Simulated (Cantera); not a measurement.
What does this Cantera script print?

```python
import numpy as np
import cantera as ct

gas_names = """
    C CH CH2 CH3 CH2OH CH3O CH4 CH3OH CO CO2 COOH C2 C2H CHCO,ketyl C2H2,acetylene C2H2,vinylidene
    CH2CO,ketene C2H3,vinyl CH3CO,acetyl C2H4 C2H4O,ethylen CH3CHO,ethanal CH3COOH (HCOOH)2 C2H5 C2H6
    CH3OCH3 C2H5OH C2O C3 C3H3,propargyl C3H4,allene C3H4,propyne C3H4,cyclo- C3H5,allyl C3H6,propylene
    C3H6,cyclo- C3H6O C3H7,n-propyl C3H7,i-propyl C3H8 C3H8O,1propanol C3H8O,2propanol C3O2 C4 C4H2
    C4H4,1,3-cyclo- C4H6,butadiene C4H6,2-butyne C4H6,cyclo- C4H8,1-butene C4H8,cis2-buten
    C4H8,tr2-butene C4H8,isobutene C4H8,cyclo- (CH3COOH)2 C4H9,n-butyl C4H9,i-butyl C4H9,s-butyl
    C4H9,t-butyl C4H10,isobutane C4H10,n-butane C5 C5H6,1,3cyclo- C5H8,cyclo- C5H10,1-pentene
    C5H10,cyclo- C5H11,pentyl C5H11,t-pentyl C5H12,n-pentane C5H12,i-pentane CH3C(CH3)2CH3 C6H2
    C6H5,phenyl C6H5O,phenoxy C6H6 C6H5OH,phenol C6H10,cyclo- C6H12,1-hexene C6H12,cyclo- C6H13,n-hexyl
    C7H7,benzyl C7H8 C7H8O,cresol C7H14,1-heptene C7H15,n-heptyl C7H16,n-heptane C8H8,styrene
    C8H10,ethylbenz C8H16,1-octene C8H17,n-octyl C8H18,isooctane C8H18,n-octane C9H19,n-nonyl
    C10H8,naphthale C10H21,n-decyl C12H9,o-bipheny C12H10,bipheny H HCO HO2 H2 HCHO,formaldehy HCOOH H2O
    H2O2 O OH O2 O3 Si SiC SiC2 SiC4H12 SiH SiH2 SiH3 SiH4 SiO SiO2 Si2 Si2C Si3
""".split()
cond_names = """
    C(gr) C6H6(L) C7H8(L) C8H18(L),n-octa H2O(s) H2O(L) Si(cr) Si(L) SiC(b) SiO2(Lqz) SiO2(hqz) SiO2(L)
""".split()


def load(file, names, dense=False):
    # The tables refer to 1 bar. Condensed volumes are neglected.
    table = {s.name: s for s in ct.Species.list_from_file(file)}
    out = []
    for n in names:
        d = dict(table[n].input_data)
        d["thermo"] = dict(d["thermo"], **{"reference-pressure": 1e5})
        if dense:
            d["equation-of-state"] = {"model": "constant-volume", "density": "1e6 g/cm^3"}
        out.append(ct.Species.from_dict(d))
    return out


gas = ct.Solution(thermo="ideal-gas", species=load("nasa_gas.yaml", gas_names))
cond = {s.name: ct.Solution(thermo="fixed-stoichiometry", species=[s], name=s.name)
        for s in load("nasa_condensed.yaml", cond_names, dense=True)}
atoms = {
    'TEOS': {'Si': 1, 'C': 8, 'H': 20, 'O': 4},
    'O3': {'O': 3},
    'H2': {'H': 2},
}
top_T = {'C(gr)': 4500, 'SiC(b)': 3050}  # K; cautious upper limits of use, not melting points


def equilibrate(T, P, feed):
    n = {}
    for name, mol in feed.items():
        for a, k in atoms[name].items():
            n[a] = n.get(a, 0.0) + k * mol
    gas.TPX = T, P, n
    mass = sum(n.values()) * gas.mean_molecular_weight
    gas.equilibrate("TP")
    valid = [c for c in cond.values() if c.min_temp <= T <= top_T.get(c.name, c.max_temp)]
    mix = ct.Mixture([(gas, mass / gas.mean_molecular_weight)] + [(c, 0.0) for c in valid])
    mix.T, mix.P = T, P
    mix.equilibrate("TP", solver="vcs", rtol=1e-11, max_steps=5000)
    return mix


results = []
feed = {'TEOS': 1, 'O3': 0.55, 'H2': 7.3}  # mol
T = 1900  # K
P = 2500  # Pa
mix = equilibrate(T, P, feed)
results.append((T, P, feed, dict(zip(mix.species_names, mix.species_moles))))
print(gas.report(threshold=0.0001))
for i in range(1, mix.n_phases):
    print(f"{mix.phase(i).name:16s} {mix.phase_moles(i):12.5e} mol")
```

It prints:

```
       temperature   1900 K
          pressure   2500 Pa
           density   0.0013346 kg/m^3
  mean mol. weight   8.4333 kg/kmol
   phase of matter   gas

                          1 kg             1 kmol
                     ---------------   ---------------
          enthalpy        2.8791e+06         2.428e+07  J
   internal energy        1.0058e+06        8.4826e+06  J
           entropy             28400         2.395e+05  J/K
    Gibbs function       -5.1081e+07       -4.3078e+08  J
 heat capacity c_p              4075             34366  J/K
 heat capacity c_v            3089.1             26051  J/K

                      mass frac. Y      mole frac. X     chem. pot. / RT
                     ---------------   ---------------   ---------------
                CO           0.80998           0.24387           -39.626
    C2H2,acetylene         0.0008838        0.00028625           -28.609
                 H        0.00051941         0.0043456           -11.648
                H2           0.17921           0.74969           -23.295
               SiO         0.0092988         0.0017789           -45.852
     [ +118 minor]         0.0001009        3.3261e-05

C(gr)             1.41899e+00 mol
Si(L)             0.00000e+00 mol
SiC(b)            9.58540e-01 mol
SiO2(L)           0.00000e+00 mol
```

These are equilibrium values from Cantera (NASA tables, ideal gas, pure condensed phases), not measurements of a reactor. The feed counts by its element totals alone.
